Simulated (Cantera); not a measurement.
A closed system holds: 1 mol CH₃Cl, 0.0071 mol CH₄, 0.44 mol H₂, held at 2500 K and 133 Pa.

Equilibrium computed with Cantera from the NASA thermochemical tables; the gas is ideal and each condensed phase is pure. Candidate condensed phases: C, C₆H₆, C₇H₈, C₈H₁₈; 91 gas species. Equilibrium is a limit: real reactors are often held back by kinetics, nucleation or transport.

Base state: H 0.384, H₂ 0.311, HCl 0.160, Cl 0.140, C₂H₂ (acetylene) 0.00337, C₃ 0.000373, C₂H 0.000298, C 0.000125 (mole fractions); condensed: C(graphite).

Task: What changes in the equilibrium state with this change: temperature from 2500 K to 3375 K?

Result: 
```csv
species,before,after
H,0.384,0.683
Cl,0.140,0.176
C,0.000125,0.109
H₂,0.311,0.00321
HCl,0.160,0.00124
C₂,3.44e-5,0.0128
C₃,0.000373,0.0142
C₄H₂,1.50e-5,7.59e-9
C₂H₂ (acetylene),0.00337,7.64e-6
"C(graphite), mol",0.978,0
```
